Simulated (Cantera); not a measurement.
A closed system holds: 1 mol TiO₂, 0.5 mol HCl, at 1423.15 K.

These are equilibrium values from Cantera (NASA tables, ideal gas, pure condensed phases), not measurements of a reactor. Candidate condensed phases: H₂O, Ti, TiCl₂, TiCl₃, TiCl₄, TiO, TiO₂, Ti₂O₃, Ti₃O₅, Ti₄O₇; 23 gas species. Gases not in the tables: TiO(OH)₂. Equilibrium is a limit: real reactors are often held back by kinetics, nucleation or transport.

Q: At 140000 Pa, list the 5 most abundant gas species with their mole fractions, and the condensed phases.

A: HCl 0.983, H₂O 0.0108, TiCl₄ 0.00539, Cl 0.000291, H₂ 0.000242. Condensed: TiO₂(rutile).
